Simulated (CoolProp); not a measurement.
Computed with CoolProp (reference Helmholtz-energy equation of state, Thol 2019).

**Question.** For dodecamethylpentasiloxane (MD3M), give the phase and the isothermal compressibility (1/MPa), fugacity coefficient at 619.5 K and 0.994 bar.

**Answer.** 
- 619.5 K and 0.994 bar: gas; isothermal compressibility 10.5, fugacity coefficient 0.960
